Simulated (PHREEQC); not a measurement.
Solution (20 °C): 0.0032 mol CuSO4, 0.0013 mol HNO3 and 0.25 mol KCl per kg of water. Closed to the air; pH follows from the charge balance.

Equilibrium calculation in PHREEQC: ion-association model, wateq4f.dat.

Each row changes one thing in this solution. This is a speciation only: nothing precipitates in the calculation.

| case | pH | Cu+2 (mol/kgw) | SO4-2 (mol/kgw) | KSO4- (mol/kgw) | CuCl+ (mol/kgw) | CuSO4 (mol/kgw) | SI of Chalcanthite (CuSO4:5H2O) | SI of Tenorite (CuO) |
|---|---|---|---|---|---|---|---|---|
| as made | 3.01 | 0.00267 | 0.00216 | 0.000879 | 0.000422 | 8.74e-5 | -3.69 | -4.88 |
| HNO3 from 0.0013 to 0.00143 mol/kgw | 2.97 | 0.00267 | 0.00216 | 0.000877 | 0.000422 | 8.72e-5 | -3.69 | -4.96 |
| HNO3 left out | 5.27 | 0.00266 | 0.00221 | 0.000899 | 0.000421 | 8.93e-5 | -3.68 | -0.37 |
| temperature from 20 to 30 °C | 3.02 | 0.00246 | 0.00206 | 0.000977 | 0.000623 | 7.94e-5 | -3.80 | -4.54 |
| temperature from 20 to 25 °C | 3.02 | 0.00257 | 0.00211 | 0.000928 | 0.000517 | 8.37e-5 | -3.74 | -4.70 |
| 0.029 mol/kgw LiNO3 added | 3.01 | 0.00268 | 0.00215 | 0.000835 | 0.000411 | 8.07e-5 | -3.72 | -4.89 |
| diluted 100-fold with water | 4.91 | 3.17e-5 | 3.14e-5 | 4.05e-7 | … | 1.27e-7 | -6.53 | -2.59 |
| CuSO4 from 0.0032 to 0.00352 mol/kgw | 3.02 | 0.00293 | 0.00238 | 0.000963 | 0.000462 | 0.000105 | -3.61 | -4.83 |
| temperature from 20 to 80 °C | … | 0.00110 | 0.00161 | 0.00138 | 0.00189 | 2.93e-5 | -4.50 | -3.28 |

Task: Some entries are withheld; supply them.

Result: 
- diluted 100-fold with water, CuCl+ (mol/kgw): 1.34e-7
- temperature from 20 to 80 °C, pH: 3.07

Some of these states are supersaturated (in Atacamite, Brochantite, for instance). Away from 25 °C the constants follow the database's enthalpies or fits; those with neither stay at their 25 °C values.
